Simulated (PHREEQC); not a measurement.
Acid rinse or clean

Solution (63 °C): 0.22 mol HCl, 0.034 mol CuSO4 and 4.8e-05 mol KCl per kg of water. Closed to the air; pH follows from the charge balance.

Computed with PHREEQC (ion-association model, wateq4f.dat).

```
Property                   Value
-----------------  -------------
pH                          0.83
ionic strength     0.260 mol/kgw
activity of water          0.992
total alkalinity     -220 meq/kg
```

```tsv
species	molality	activity	log γ
Cl-	0.204	0.137	-0.171
H+	0.189	0.147	-0.110
HSO4-	0.0308	0.0214	-0.158
Cu+2	0.0181	0.00505	-0.553
CuCl+	0.0143	0.00972	-0.166
SO4-2	0.00243	0.000589	-0.615
CuCl2	0.000972	0.00103	0.026
CuSO4	0.000721	0.000765	0.026
K+	4.77e-5	3.21e-5	-0.171
CuCl3-	1.34e-6	9.14e-7	-0.166
KSO4-	3.34e-7	2.39e-7	-0.146
CuCl4-2	5.52e-9	1.37e-9	-0.604
```

Precipitation was switched off in this run. At this temperature some constants are extrapolated from 25 °C, and those without enthalpy data are left unchanged.
